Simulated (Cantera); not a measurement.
Mixture: CH₄ : C₂H₆ : C₃H₈ : O₂ : N₂ = 1 : 0.065 : 0.072 : 2.81 : 10.6 (molar parts), equivalence ratio 0.92, at 2.37 atm, adiabatic and at constant pressure. Ignition delay is the time to a rise of 400 K.

Model: GRI-Mech 3.0 (53 species, 325 reactions), integrated in Cantera.

Predict: delay at 1225 K; delay at 1275 K; delay at 1325 K; delay at 1375 K; delay at 1425 K; delay at 1475 K; delay at 1525 K; apparent activation energy between 1425 and 1525 K.


```
Item                                                    Result
--------------------------------------------------  ----------
delay at 1225 K                                        2.88 ms
delay at 1275 K                                        1.44 ms
delay at 1325 K                                       0.742 ms
delay at 1375 K                                       0.400 ms
delay at 1425 K                                       0.227 ms
delay at 1475 K                                       0.135 ms
delay at 1525 K                                        84.6 µs
apparent activation energy between 1425 and 1525 K  180 kJ/mol
```
